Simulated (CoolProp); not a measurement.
Ethane at 293.15 K and 0.788 MPa flows at 22 m/s in a round tube of 20 mm bore and 1.5 µm roughness, fully developed (64/Re and Nu = 3.66 if laminar; Colebrook and Gnielinski if turbulent). Each further row changes one setting.

Model: reference Helmholtz-energy equation of state, Bücker 2006, in CoolProp.

```tsv
case	Reynolds number	Darcy friction factor	pressure drop (Pa/m)	heat-transfer coefficient (W/(m² K))	mass flow (kg/h)
as stated	___	0.0142	___	___	___
velocity 44 m/s	975000	___	6590	1470	___
diameter 40 mm	975000	0.0125	___	700	1030
```

Q: Complete the blanks.

A: 
- as stated, Reynolds number: 487000
- as stated, pressure drop (Pa/m): 1790
- as stated, heat-transfer coefficient (W/(m² K)): 799
- as stated, mass flow (kg/h): 259
- velocity 44 m/s, Darcy friction factor: 0.0131
- velocity 44 m/s, mass flow (kg/h): 517
- diameter 40 mm, pressure drop (Pa/m): 784

Viscosity comes from a separate model (Friend 1991). Thermal conductivity comes from a separate model (Friend 1991).
